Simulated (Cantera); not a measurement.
**Silicon oxide and oxynitride deposition: TEOS + NO**

A closed system holds: 1 mol TEOS, a varied amount of NO, held at 1773 K and 9200 Pa.

These are equilibrium values from Cantera (NASA tables, ideal gas, pure condensed phases), not measurements of a reactor. Candidate condensed phases: C, C₆H₆, C₇H₈, C₈H₁₈, H₂O, Si, SiC, SiO₂, Si₂N₂O, Si₃N₄; 151 gas species. The feed counts by its element totals alone. The tables hold silica as quartz up to 1696 K and as liquid above; real silica turns to tridymite and cristobalite and melts near 1996 K. Gases not in the tables: Si(OH)₄. Kinetics and transport are ignored.

```json
[
 {"n(NO) (mol)": "0.45", "log p H₂": "-1.20", "log p N₂": "-2.86", "log p CO": "-1.56", "log p H₂O": "-6.25", "log p CO₂": "-7.17", "log p O₂": "<-13", "log p SiO": "-3.85", "log p NO": "-12.88", "n C(graphite)": "2.58", "n SiC(s)": "0.977", "n Si₂N₂O(s)": "0", "n SiO₂(condensed)": "0"},
 {"n(NO) (mol)": "0.63", "log p H₂": "-1.21", "log p N₂": "-2.72", "log p CO": "-1.55", "log p H₂O": "-6.24", "log p CO₂": "-7.15", "log p O₂": "<-13", "log p SiO": "-3.84", "log p NO": "-12.80", "n C(graphite)": "2.40", "n SiC(s)": "0.976", "n Si₂N₂O(s)": "0", "n SiO₂(condensed)": "0"},
 {"n(NO) (mol)": "0.89", "log p H₂": "-1.22", "log p N₂": "-2.58", "log p CO": "-1.53", "log p H₂O": "-6.24", "log p CO₂": "-7.13", "log p O₂": "<-13", "log p SiO": "-3.82", "log p NO": "-12.72", "n C(graphite)": "2.15", "n SiC(s)": "0.975", "n Si₂N₂O(s)": "0", "n SiO₂(condensed)": "0"},
 {"n(NO) (mol)": "1.3", "log p H₂": "-1.24", "log p N₂": "-2.43", "log p CO": "-1.52", "log p H₂O": "-6.24", "log p CO₂": "-7.09", "log p O₂": "<-13", "log p SiO": "-3.81", "log p NO": "-12.63", "n C(graphite)": "1.74", "n SiC(s)": "0.973", "n Si₂N₂O(s)": "0", "n SiO₂(condensed)": "0"},
 {"n(NO) (mol)": "1.8", "log p H₂": "-1.26", "log p N₂": "-2.31", "log p CO": "-1.50", "log p H₂O": "-6.24", "log p CO₂": "-7.05", "log p O₂": "<-13", "log p SiO": "-3.79", "log p NO": "-12.55", "n C(graphite)": "1.24", "n SiC(s)": "0.970", "n Si₂N₂O(s)": "0", "n SiO₂(condensed)": "0"},
 {"n(NO) (mol)": "2.5", "log p H₂": "-1.29", "log p N₂": "-2.19", "log p CO": "-1.47", "log p H₂O": "-6.25", "log p CO₂": "-7.01", "log p O₂": "<-13", "log p SiO": "-3.76", "log p NO": "-12.47", "n C(graphite)": "0.544", "n SiC(s)": "0.967", "n Si₂N₂O(s)": "0", "n SiO₂(condensed)": "0"},
 {"n(NO) (mol)": "3.5", "log p H₂": "-1.32", "log p N₂": "-2.08", "log p CO": "-1.46", "log p H₂O": "-5.85", "log p CO₂": "-6.56", "log p O₂": "<-13", "log p SiO": "-2.92", "log p NO": "-11.98", "n C(graphite)": "0", "n SiC(s)": "0.745", "n Si₂N₂O(s)": "0", "n SiO₂(condensed)": "0"},
 {"n(NO) (mol)": "5", "log p H₂": "-1.37", "log p N₂": "-1.97", "log p CO": "-1.47", "log p H₂O": "-5.03", "log p CO₂": "-5.69", "log p O₂": "<-13", "log p SiO": "-2.37", "log p NO": "-11.05", "n C(graphite)": "0", "n SiC(s)": "0", "n Si₂N₂O(s)": "0.00121", "n SiO₂(condensed)": "0"},
 {"n(NO) (mol)": "7", "log p H₂": "-1.41", "log p N₂": "-1.82", "log p CO": "-1.48", "log p H₂O": "-2.46", "log p CO₂": "-3.10", "log p O₂": "-10.86", "log p SiO": "-4.84", "log p NO": "-8.37", "n C(graphite)": "0", "n SiC(s)": "0", "n Si₂N₂O(s)": "0", "n SiO₂(condensed)": "0.997"},
 {"n(NO) (mol)": "9.9", "log p H₂": "-1.56", "log p N₂": "-1.70", "log p CO": "-1.54", "log p H₂O": "-1.91", "log p CO₂": "-2.47", "log p O₂": "-9.47", "log p SiO": "-5.53", "log p NO": "-7.62", "n C(graphite)": "0", "n SiC(s)": "0", "n Si₂N₂O(s)": "0", "n SiO₂(condensed)": "0.999"},
 {"n(NO) (mol)": "14", "log p H₂": "-1.81", "log p N₂": "-1.59", "log p CO": "-1.67", "log p H₂O": "-1.67", "log p CO₂": "-2.10", "log p O₂": "-8.47", "log p SiO": "-6.04", "log p NO": "-7.06", "n C(graphite)": "0", "n SiC(s)": "0", "n Si₂N₂O(s)": "0", "n SiO₂(condensed)": "1.000"},
 {"n(NO) (mol)": "20", "log p H₂": "-2.39", "log p N₂": "-1.48", "log p CO": "-2.04", "log p H₂O": "-1.54", "log p CO₂": "-1.76", "log p O₂": "-7.06", "log p SiO": "-6.74", "log p NO": "-6.30", "n C(graphite)": "0", "n SiC(s)": "0", "n Si₂N₂O(s)": "0", "n SiO₂(condensed)": "1.000"},
 {"n(NO) (mol)": "28", "log p H₂": "-4.81", "log p N₂": "-1.42", "log p CO": "-4.34", "log p H₂O": "-1.57", "log p CO₂": "-1.67", "log p O₂": "-2.27", "log p SiO": "-9.13", "log p NO": "-3.88", "n C(graphite)": "0", "n SiC(s)": "0", "n Si₂N₂O(s)": "0", "n SiO₂(condensed)": "1.000"}
]
```
log p: log10 of the partial pressure in bar; n: condensed amount in mol.

From 0.45 mol NO to 2.5 mol NO the condensed part is C(graphite) + SiC(s). At 3.5 mol NO the condensed part is SiC(s). At 5 mol NO the condensed part is Si₂N₂O(s). From 7 mol NO to 28 mol NO the condensed part is SiO₂(condensed).
